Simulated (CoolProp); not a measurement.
The fluid at 298.15 K and 0.427 MPa expands adiabatically to 0.0888 MPa with isentropic efficiency 0.85. The same conditions are run with several fluids, on thermodynamics alone (safety and materials aside).

Computed with CoolProp (reference Helmholtz-energy equation of state of each fluid (CH2F2 (R32): Tillner-Roth 1997; ethane: Bücker 2006; ammonia: Gao 2020; normal hydrogen: Leachman 2009)).

| fluid | work (kJ/kg) | final temperature (K) | final phase | final density (kg/m³) |
|---|---|---|---|---|
| CH2F2 (R32) | ? | ? | gas | ? |
| ethane | 94.2 | 236.8 | gas | ? |
| ammonia | 160 | 237.2 | two-phase, vapour fraction 0.965 | ? |
| normal hydrogen | ? | 204.3 | gas | ? |

Q: What belongs in the gaps?

A: 
- CH2F2 (R32), work (kJ/kg): 51.9
- CH2F2 (R32), final temperature (K): 225.8
- CH2F2 (R32), final density (kg/m³): 2.55
- ethane, final density (kg/m³): 1.37
- ammonia, final density (kg/m³): 0.815
- normal hydrogen, work (kJ/kg): 1320
- normal hydrogen, final density (kg/m³): 0.105
